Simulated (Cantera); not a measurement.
A closed system holds: 1 mol PbO, 0.7 mol CO, 1.5 mol H2, 0.36 mol C, held at 1275 K and 9.10 bar.

These are equilibrium values from Cantera (NASA tables, ideal gas, pure condensed phases), not measurements of a reactor. Candidate condensed phases: C, C6H6, C7H8, C8H18, H2O, Pb, PbO, PbO2, Pb3O4; 113 gas species. Kinetics and transport are ignored.

Base state: H2 0.415, CO 0.332, H2O 0.170, CO2 0.0818, CH4 0.00125, Pb 0.000207 (mole fractions); condensed: Pb(l).

Question: What changes in the equilibrium state with this change: temperature from 1275 K to 1348.15 K?

Answer: 
```json
[
 {"species": "H2", "before": "0.415", "after": "0.409"},
 {"species": "CO", "before": "0.332", "after": "0.339"},
 {"species": "H2O", "before": "0.170", "after": "0.176"},
 {"species": "CO2", "before": "0.0818", "after": "0.0745"},
 {"species": "Pb", "before": "0.000207", "after": "0.000526"},
 {"species": "CH4", "before": "0.00125", "after": "0.000372"},
 {"species": "Pb(l), mol", "before": "0.999", "after": "0.999"}
]
```
